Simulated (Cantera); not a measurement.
Feed: 1 mol HgO, 5.2 mol H2, equilibrated at 750 Torr.

Method: chemical equilibrium by Gibbs-energy minimisation in Cantera with the NASA 1993 tables (ideal gas, pure condensed phases). Candidate condensed phases: H2O, Hg, HgO; 10 gas species. Kinetics and transport are ignored. All values below are at 425 °C.

Base state: H2 0.677, H2O 0.161, Hg 0.161 (mole fractions); condensed: gas only.

Task: What changes in the equilibrium state with this change: H2 from 5.2 to 0.11 mol?

Result: 
| species | before | after |
|---|---|---|
| Hg | 0.161 | 0.554 |
| H2O | 0.161 | 0.339 |
| O2 | <1e-9 | 0.107 |
| H2 | 0.677 | <1e-9 |
| HgO(s), mol | 0 | 0.821 |
